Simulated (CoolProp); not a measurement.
Vapour-liquid equilibrium of R114 (1) + benzene (2) at 29.05 °C; x and y are mole fractions of (1).

Values from CoolProp's multi-fluid Helmholtz-energy mixture model, Platzer 1990 and Thol 2012; pair parameters Bell 2016. This equation is an older, rougher fit; its heat capacities, sound speeds and derivatives of the liquid may be far off and weren't checked against measurements.

Question: Give the bubble pressure and the first vapour's composition at x = 0.25, 0.45, 0.85. Is there an azeotrope?

Answer: x = 0.25: 0.1291 MPa, y = 0.898; x = 0.45: 0.1628 MPa, y = 0.928; x = 0.85: 0.2159 MPa, y = 0.973. No azeotrope shows between x = 0.05 and 0.95.

The pair parameters rest on a limited set of measurements; away from them the model extrapolates. With so large a gap from Raoult's law the liquid may split in two, which this calculation doesn't test in full.
